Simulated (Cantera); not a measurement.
A Cantera script and its output.

```python
import numpy as np
import cantera as ct

gas = ct.Solution("h2o2.yaml")
gas.TPX = 525, 100000, {'H2': 1, 'O2': 0.515, 'N2': 1.94}
flame = ct.FreeFlame(gas, width=0.04)
flame.set_refine_criteria(ratio=3, slope=0.08, curve=0.16)
flame.transport_model = "mixture-averaged"
flame.solve(loglevel=0, auto=True)
z, T = flame.grid, flame.T
thick = (T[-1] - T[0]) / np.gradient(T, z).max()
show = ['H2', 'O2', 'H', 'OH', 'O', 'HO2']
print(f"laminar burning velocity  {flame.velocity[0] * 100:.3f} cm/s")
print(f"burnt temperature         {T[-1]:.1f} K")
print(f"thermal thickness         {thick * 1e3:.4f} mm")
print(f"grid points               {len(z)}")
z0 = z[flame.heat_release_rate.argmax()]
print(f"{'z/mm':>9s}{'T/K':>9s}{'u/(m/s)':>9s}" + "".join(f"{s:>11s}" for s in show))
rows = []
for k in (-3, -2, -1.5, -1, -0.5, -0.25, 0, 0.25, 0.5, 1, 2, 4, 8):
    zz = z0 + k * thick
    rows.append([k * thick, np.interp(zz, z, T), np.interp(zz, z, flame.velocity),
                 *(np.interp(zz, z, flame.X[gas.species_index(s)]) for s in show)])
    print(f"{rows[-1][0] * 1e3:9.3f}{rows[-1][1]:9.1f}{rows[-1][2]:9.3f}" + "".join(f"{x:11.3e}" for x in rows[-1][3:]))
```

Output:

```
laminar burning velocity  569.250 cm/s
burnt temperature         2478.5 K
thermal thickness         0.4458 mm
grid points               133
     z/mm      T/K  u/(m/s)         H2         O2          H         OH          O        HO2
   -1.337    525.0    5.693  2.894e-01  1.491e-01  6.262e-17  3.562e-17  1.701e-15  1.279e-13
   -0.892    525.0    5.692  2.894e-01  1.491e-01  2.687e-14  1.386e-14  6.621e-13  4.089e-11
   -0.669    525.0    5.692  2.894e-01  1.491e-01  8.835e-13  2.467e-13  1.177e-11  6.763e-10
   -0.446    525.0    5.692  2.894e-01  1.491e-01  1.074e-09  3.445e-11  1.406e-09  1.027e-07
   -0.223    534.4    5.768  2.857e-01  1.496e-01  3.597e-05  1.691e-05  2.964e-06  1.577e-04
   -0.111    746.0    7.846  2.523e-01  1.456e-01  4.234e-03  8.703e-04  2.370e-04  2.459e-04
    0.000   1213.8   12.312  1.493e-01  1.070e-01  3.250e-02  3.526e-03  5.133e-03  9.613e-05
    0.111   1541.2   15.429  6.393e-02  5.032e-02  5.284e-02  1.013e-02  1.192e-02  3.960e-05
    0.223   1696.7   16.862  4.610e-02  3.438e-02  4.939e-02  1.381e-02  1.286e-02  2.372e-05
    0.446   1859.5   18.296  4.270e-02  2.869e-02  3.797e-02  1.647e-02  1.126e-02  1.614e-05
    0.892   2023.3   19.682  3.956e-02  2.462e-02  2.630e-02  1.784e-02  8.687e-03  1.091e-05
    1.783   2176.8   20.933  3.428e-02  2.060e-02  1.661e-02  1.773e-02  6.050e-03  7.038e-06
    3.566   2307.8   21.968  2.767e-02  1.689e-02  9.608e-03  1.618e-02  3.844e-03  4.586e-06
```

Computed with Cantera and the H2/O2 subset of GRI-Mech 3.0, which has no nitrogen chemistry. Burning velocities carry a grid error of a few per cent, more on coarse grids.
